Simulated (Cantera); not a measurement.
Input: 1 mol MgCO3, 0.078 mol H2S, 0.11 mol H2O, equilibrated at 0.160 bar.

Equilibrium computed with Cantera from the NASA thermochemical tables; the gas is ideal and each condensed phase is pure. Candidate condensed phases: C, C6H6, C7H8, C8H18, H2O, H2SO4, Mg, MgCO3, MgO, Mg(OH)2, MgS, MgSO4, S; 130 gas species. Gases not in the tables: S3 to S7. Equilibrium is a limit: real reactors are often held back by kinetics, nucleation or transport.

**Question.** At 773 K, list the 5 most abundant gas species with their mole fractions, and the condensed phases.

**Answer.** CO2 0.835, H2O 0.0976, H2S 0.0592, COS 0.00328, CO 0.00199. Condensed: MgO(s).
